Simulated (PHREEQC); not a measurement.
A PHREEQC input (ion-association model, wateq4f.dat):

```
SOLUTION 1
  temp 25
  units mg/kgw
  pH 12.5
  pe 12.2
  Na 0.636
  K 0.00753
  Ca 1.5
  Mg 0.524
  Cl 1.13
  S(6) 2.31 as SO4
  Alkalinity 4.26 as HCO3
  Ni 0.112
END
USE solution 1
EQUILIBRIUM_PHASES 1
  Quartz 0 0.5
  CO2(g) -2 10
END
```

It stops with these messages:

```
WARNING: Maximum iterations exceeded, 100
WARNING: Maximum iterations exceeded, 100
WARNING: The program has failed to converge to a numerical solution.
ERROR:           Alkalinity has not converged. Total: 6.981421e-05	Calculated: 6.630686e-06	Residual: 6.318352e-05
ERROR: Is non-carbonate alkalinity greater than total alkalinity?
ERROR:                   Ca has not converged. Total: 3.742515e-05	Calculated: 1.524228e-05	Residual: 2.218287e-05
ERROR:                   Cl has not converged. Total: 3.187318e-05	Calculated: 3.087668e-05	Residual: 9.965074e-07
ERROR:                    K has not converged. Total: 1.925733e-07	Calculated: 1.865651e-07	Residual: 6.008139e-09
ERROR:                   Mg has not converged. Total: 2.155314e-05	Calculated: 1.516624e-06	Residual: 2.003652e-05
ERROR:                   Na has not converged. Total: 2.766444e-05	Calculated: 2.685368e-05	Residual: 8.107629e-07
ERROR:                   Ni has not converged. Total: 1.907682e-06	Calculated: 6.900909e-09	Residual: 1.900781e-06
ERROR:                 S(6) has not converged. Total: 2.404647e-05	Calculated: 1.309007e-05	Residual: 1.095640e-05
ERROR:                   Mu Ionic strength has not converged. 	Residual: 4.348058e-07
ERROR:               A(H2O) Activity of water has not converged. 	Residual: -9.932936e-01
ERROR: Model failed to converge for initial solution  1.
```

Q: Find the cause and the fix.

A: The fault: pH typed as 12.5 with the alkalinity kept. The line should read `pH 6.18` where the input has `pH 12.5`. With the mend the run ends at pH 5.67 and ionic strength 0.000236 mol/kgw.
